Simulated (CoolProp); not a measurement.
A closed Brayton cycle with dry air: compressor inlet 312.15 K and 2.8 MPa, high pressure 8.97 MPa, turbine inlet 760 K, compressor efficiency 0.8, turbine efficiency 0.9, recuperator effectiveness 0.8 (on enthalpy, no pinch check). Each further row changes one setting.

Model: reference Helmholtz-energy equation of state, Lemmon 2000, in CoolProp. It is a pseudo-pure fit of the blend.

```
case                           thermal efficiency (%)  net work (kJ/kg)  compressor to turbine work  compressor exit (K)  turbine exit (K)
-----------------------------  ----------------------  ----------------  --------------------------  -------------------  ----------------
as stated                                        19.2              43.5                        0.78                466.3             575.3
turbine inlet 710 K                              14.7              30.1                        0.84                466.3             535.9
compressor inlet 322.15 K                        17.2              38.3                        0.81                480.9             575.3
high pressure 7.62 MPa                           21.0              44.5                        0.75                441.6             598.3
recuperator effectiveness 0.5                    16.7              43.5                        0.78                466.3             575.3
```
